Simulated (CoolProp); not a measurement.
Vapour-liquid equilibrium of R143a (1) + propane (2) at 9.35 °C; x and y are mole fractions of (1).

The numbers come from the multi-fluid Helmholtz-energy mixture model, Lemmon and Jacobsen 2000 and Lemmon 2009; pair parameters Bell 2016 in CoolProp.

```json
[
 {"x": "0.05", "bubble pressure, mixture model (kPa)": "709.0", "bubble pressure, Raoult's law (kPa)": "634.8", "y, mixture model": "0.143", "y, Raoult's law": "0.065"},
 {"x": "0.2", "bubble pressure, mixture model (kPa)": "861.2", "bubble pressure, Raoult's law (kPa)": "664.1", "y, mixture model": "0.357", "y, Raoult's law": "0.247"},
 {"x": "0.35", "bubble pressure, mixture model (kPa)": "931.9", "bubble pressure, Raoult's law (kPa)": "693.5", "y, mixture model": "0.465", "y, Raoult's law": "0.414"},
 {"x": "0.5", "bubble pressure, mixture model (kPa)": "963.9", "bubble pressure, Raoult's law (kPa)": "722.8", "y, mixture model": "0.547", "y, Raoult's law": "0.568"},
 {"x": "0.65", "bubble pressure, mixture model (kPa)": "968.8", "bubble pressure, Raoult's law (kPa)": "752.2", "y, mixture model": "0.631", "y, Raoult's law": "0.709"},
 {"x": "0.8", "bubble pressure, mixture model (kPa)": "941.2", "bubble pressure, Raoult's law (kPa)": "781.5", "y, mixture model": "0.742", "y, Raoult's law": "0.840"},
 {"x": "0.95", "bubble pressure, mixture model (kPa)": "862.9", "bubble pressure, Raoult's law (kPa)": "810.9", "y, mixture model": "0.915", "y, Raoult's law": "0.961"}
]
```

The largest gap from Raoult's law is +34.4 % in bubble pressure, at x = 0.35. y crosses x between x = 0.5 and 0.65: the model has an azeotrope there.

The pair parameters rest on a limited set of measurements; away from them the model extrapolates.
